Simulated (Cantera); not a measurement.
# Thermodynamics of halide evaporation, hydrolysis and transport, feed FeCl2 + H2 + N2

A closed system holds: 1 mol FeCl2, 1.2 mol H2, 190 mol N2, held at 92.0 Pa.

Equilibrium computed with Cantera from the NASA thermochemical tables; the gas is ideal and each condensed phase is pure. Candidate condensed phases: Fe, FeCl2, FeCl3, NH4Cl; 18 gas species. Equilibrium is a limit: real reactors are often held back by kinetics, nucleation or transport.

```csv
T (°C),x N2,x HCl,x H2,x Fe,x FeCl2,x Cl,x H,n Fe(α),n Fe(γ)
750,0.989,0.00602,0.00323,4.87e-11,0.00219,1.33e-8,7.76e-9,0.578,0
850,0.989,0.00546,0.00352,3.39e-9,0.00247,1.15e-7,8.32e-8,0.524,0
950,0.989,0.00501,0.00374,1.15e-7,0.00270,7.00e-7,6.06e-7,0,0.482
1050,0.989,0.00465,0.00392,2.26e-6,0.00288,3.26e-6,3.27e-6,0,0.447
1150,0.989,0.00435,0.00406,2.90e-5,0.00302,1.22e-5,1.40e-5,0,0.414
1250,0.988,0.00409,0.00417,0.000264,0.00314,3.87e-5,4.92e-5,0,0.346
1350,0.987,0.00385,0.00423,0.00182,0.00321,0.000106,0.000148,0,0.0307
1450,0.985,0.00522,0.00344,0.00282,0.00237,0.000415,0.000352,0,0
1550,0.984,0.00623,0.00273,0.00376,0.00141,0.00130,0.000746,0,0
```
x: gas mole fraction; n: condensed amount in mol.

From 750 °C to 850 °C the condensed part is Fe(α). From 950 °C to 1350 °C the condensed part is Fe(γ). From 1450 °C to 1550 °C nothing is condensed. The main Fe-bearing gas is FeCl2 at 750 °C and Fe at 1550 °C.
